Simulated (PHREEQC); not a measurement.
0.56 g of hydrous ferric oxide (600 m²/g; 0.2 weak and 0.005 strong sites per Fe, Dzombak-Morel constants, diffuse double layer) in 1 kg of water with 0.1 mol/kgw of an inert sodium salt and 1.9e-05 mol/kgw CaCl2 and 1.5e-06 mol/kgw Na2SeO3, at 25 °C; the pH is set by adding NaOH or the inert anion's acid. No oxygen is let in. No CO2 enters from the air. Nothing may precipitate in this run.

The series has 17 steps of pH, from 4 to 10.

All values are PHREEQC results (ion-association model, wateq4f.dat), not measurements.

Question: Near which pH is half of the Ca sorbed, and on which side is more sorbed?

Answer: Near pH 8.2, with more sorbed at higher pH.

Question: Near which pH is half of the Se sorbed, and on which side is more sorbed?

Answer: Near pH 9.2, with more sorbed at lower pH.

The database's selenite sorption wasn't checked against measurements; a fall in acid may be a fault of its surface constants.
